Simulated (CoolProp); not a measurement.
Vapour-liquid equilibrium of n-hexane (1) + hexamethyldisiloxane (MM) (2) at 126.15 °C; x and y are mole fractions of (1).

Model: multi-fluid Helmholtz-energy mixture model, Thol 2019 and Thol 2016; pair parameters Bell 2016, in CoolProp.

```tsv
x	bubble pressure, mixture model (kPa)	bubble pressure, Raoult's law (kPa)	y, mixture model	y, Raoult's law
0.05	211.9	214.4	0.091	0.107
0.2	___	253.1	0.319	0.363
0.35	___	291.7	0.505	0.551
0.5	310.1	330.3	0.662	0.695
0.65	350.0	369.0	0.793	0.809
0.8	394.6	407.6	0.898	0.901
0.95	442.7	446.3	___	0.977
```

Question: Complete the blanks.

Answer: 
- 0.2, bubble pressure, mixture model (kPa): 242.6
- 0.35, bubble pressure, mixture model (kPa): 274.7
- 0.95, y, mixture model: 0.979

The largest gap from Raoult's law is -6.1 % in bubble pressure, at x = 0.5. No azeotrope shows between x = 0.05 and 0.95.

The pair parameters rest on a limited set of measurements; away from them the model extrapolates.
